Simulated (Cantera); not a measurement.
An isothermal, constant-pressure homogeneous reactor starts with 3.23 % C₂H₄, 96.8 % H₂, at 1700 K and 46000 Pa.

Cantera simulation using GRI-Mech 3.0 (53 species, 325 reactions); the numbers are that mechanism's predictions, not measurements. GRI-Mech 3.0 was tuned for natural gas; its chemistry of ethylene as a main component is partial and can be far from experiment. GRI-Mech 3.0 stops at C3 and has no aromatics, soot or wall deposition, so with more carbon than oxygen in the feed, carbon stays in small species such as C2H2 where larger ones or solid carbon would form.

One state of this run: x C₂H₄ = 0.000579; x H₂ = 0.964; x C₂H₆ = 4.92e-7; x H = 0.000216; x C₂H₂ = 0.0270. x: mole fraction; the columns are a selection and need not sum to one.

Task: Which value of t (s) does it belong to?
A) 0.000826
B) 0.000200
C) 0.00341
D) 0.993

Result: D, 0.993
